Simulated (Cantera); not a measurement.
A freely propagating, adiabatic, planar premixed flame of 51.2 % H2, 10.2 % O2, 38.5 % N2, equivalence ratio 2.5, unburnt at 450 K and 20000 Pa; mixture-averaged transport, grid criteria slope 0.08 and curve 0.16, no radiation.

Model: the H2/O2 subset of GRI-Mech 3.0, which has no nitrogen chemistry, integrated in Cantera. Burning velocities carry a grid error of a few per cent, more on coarse grids.

Question: Predict: laminar burning velocity; thermal thickness; peak x(OH); peak x(O); peak x(H).

Answer: laminar burning velocity: 432 cm/s
thermal thickness: 3.44 mm
peak x(OH): 0.00192
peak x(O): 0.00266
peak x(H): 0.100
